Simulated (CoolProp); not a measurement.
A single-stage vapour-compression cycle with C3F8 (R218): evaporating at 306.15 K (dew point), condensing at 331.15 K (bubble point), superheat 0 K, subcooling 5 K, compressor efficiency 0.8, no pressure losses. Each further row changes one setting.

Computed with CoolProp (reference Helmholtz-energy equation of state, Lemmon 2006). It is a short technical equation, of lower accuracy than the large ones.

| case | cooling COP | pressure ratio | discharge temperature (K) | refrigerating effect (kJ/kg) | volumetric capacity (kJ/m³) |
|---|---|---|---|---|---|
| as stated | 6.87 | 1.81 | 331.2 | 45.3 | 4920 |
| evaporating temperature 311.15 K | 9.24 | 1.60 | 331.2 | 47.7 | (withheld) |
| condensing temperature 326.15 K | 9.49 | (withheld) | 326.1 | (withheld) | 5640 |
| subcooling 10 K | 7.92 | 1.81 | 331.2 | 52.2 | (withheld) |
| superheat 10 K | 7.41 | 1.81 | 337.2 | 55.3 | 5490 |
| compressor efficiency 0.7 | (withheld) | 1.81 | 331.2 | 45.3 | 4920 |

Problem. Some entries are withheld; supply them.

Solution. 
- evaporating temperature 311.15 K, volumetric capacity (kJ/m³): 6000
- condensing temperature 326.15 K, pressure ratio: 1.62
- condensing temperature 326.15 K, refrigerating effect (kJ/kg): 51.9
- subcooling 10 K, volumetric capacity (kJ/m³): 5670
- compressor efficiency 0.7, cooling COP: 6.02

The compression ends wet for: as stated; evaporating temperature 311.15 K; condensing temperature 326.15 K; subcooling 10 K; compressor efficiency 0.7.
